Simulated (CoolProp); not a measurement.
Vapour-liquid equilibrium of CF4 (R14) (1) + R13 (2) at 5.66 bar; x and y are mole fractions of (1).

Computed with CoolProp (multi-fluid Helmholtz-energy mixture model, Platzer 1990 and Platzer 1990; pair parameters Bell 2016). This equation is an older, rougher fit; its heat capacities, sound speeds and derivatives of the liquid may be far off and weren't checked against measurements.

```tsv
x	bubble temperature, mixture model (K)	bubble temperature, Raoult's law (K)	y, mixture model	y, Raoult's law
0.05	223.0	223.3	0.271	0.293
0.125	212.8	214.0	0.533	0.550
0.2	205.2	206.9	0.684	0.698
0.275	199.4	201.3	0.774	0.790
0.35	194.9	196.6	0.832	0.850
0.425	191.3	192.8	0.872	0.891
0.5	188.3	189.4	0.901	0.921
0.575	185.8	186.5	0.923	0.943
0.65	183.5	184.0	0.941	0.959
0.725	181.5	181.8	0.957	0.972
0.8	179.7	179.7	0.970	0.982
0.875	178.0	177.9	0.982	0.990
0.95	176.3	176.2	0.993	0.996
```

The largest gap from Raoult's law is -1.9 K in bubble temperature, at x = 0.275. No azeotrope shows between x = 0.05 and 0.95.

Pair parameters are fitted to limited data, so mixtures are less certain than the pure fluids.
